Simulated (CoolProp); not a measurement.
R125 at 293.15 K and 3.22 MPa flows at 4.9 m/s in a round tube of 12.7 mm bore and 15 µm roughness, fully developed (64/Re and Nu = 3.66 if laminar; Colebrook and Gnielinski if turbulent). Each further row changes one setting.

Values from CoolProp's reference Helmholtz-energy equation of state, Lemmon 2005.

```tsv
case	Reynolds number	Darcy friction factor	pressure drop (Pa/m)	heat-transfer coefficient (W/(m² K))	mass flow (kg/h)
as stated	475000	0.0210	24700	11600	2780
velocity 9.8 m/s	950000	0.0207	97400	23000	5550
diameter 25.4 mm	950000	0.0178	10500	10200	11100
```

Viscosity comes from a separate model (Huber 2006). Thermal conductivity comes from a separate model (Perkins 2006).
